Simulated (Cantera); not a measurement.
A closed system holds: 1 mol PbO, 7.1 mol CO, 1.6 mol N2, held at 13300 Pa.

These are equilibrium values from Cantera (NASA tables, ideal gas, pure condensed phases), not measurements of a reactor. Candidate condensed phases: C, Pb, PbO, PbO2, Pb3O4; 27 gas species. The numbers say what is thermodynamically allowed, not how fast it happens.

x: gas mole fraction; n: condensed amount in mol.

```tsv
T (°C)	x CO	x CO2	x N2	x Pb	x Pb2	n C(graphite)	n Pb(l)
450	0.0566	0.668	0.275	2.32e-8	<1e-12	2.89	1.00
500	0.136	0.600	0.264	1.73e-7	<1e-12	2.64	1.000
550	0.275	0.481	0.244	1.01e-6	<1e-12	2.15	1.000
600	0.461	0.321	0.218	4.77e-6	1.68e-12	1.36	1.000
650	?	?	0.193	?	?	?	1.000
700	0.701	0.115	0.184	6.56e-5	1.36e-10	0	0.999
750	0.701	0.115	0.184	0.000200	8.81e-10	0	0.998
800	0.701	0.115	0.184	?	?	0	0.995
850	0.700	0.115	0.184	0.00137	2.20e-8	0	0.988
900	0.699	0.115	0.183	0.00316	8.89e-8	0	0.972
950	0.696	0.114	0.183	0.00681	3.19e-7	0	0.940
1000	0.691	0.113	0.181	0.0138	1.03e-6	0	0.879
1050	0.683	0.112	0.179	0.0264	3.05e-6	0	0.764
1100	0.667	0.109	0.175	0.0481	8.30e-6	0	0.560
```

Problem. Some entries are withheld; supply them.

Solution. 
- 650, x CO: 0.637
- 650, x CO2: 0.170
- 650, x Pb: 1.90e-5
- 650, x Pb2: 1.71e-11
- 650, n C(graphite): 0.412
- 800, x Pb: 0.000548
- 800, x Pb2: 4.76e-9
